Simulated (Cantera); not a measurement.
A closed system holds: 1 mol CuF2, 0.18 mol H2, at 575 °C and 1.33 mbar.

Cantera equilibrium calculation (NASA polynomials, part measured and part estimated; ideal gas, pure solids and liquids). Candidate condensed phases: Cu, CuF2; 15 gas species. Rates play no part.

Base state: HF 1.000, CuF 4.87e-5, CuF2 3.68e-5 (mole fractions); condensed: Cu(s) + CuF2(s).

### Question
What changes in the equilibrium state with this change: CuF2 replaced by MgF2?

### Answer
```csv
species,before,after
H2,<1e-9,1.00
HF,1.000,2.19e-8
CuF,4.87e-5,0
CuF2,3.68e-5,0
"Cu(s), mol",0.180,0
"CuF2(s), mol",0.820,0
"MgF2(s), mol",0,1.00
```
Further candidate phases: Mg, MgF2.
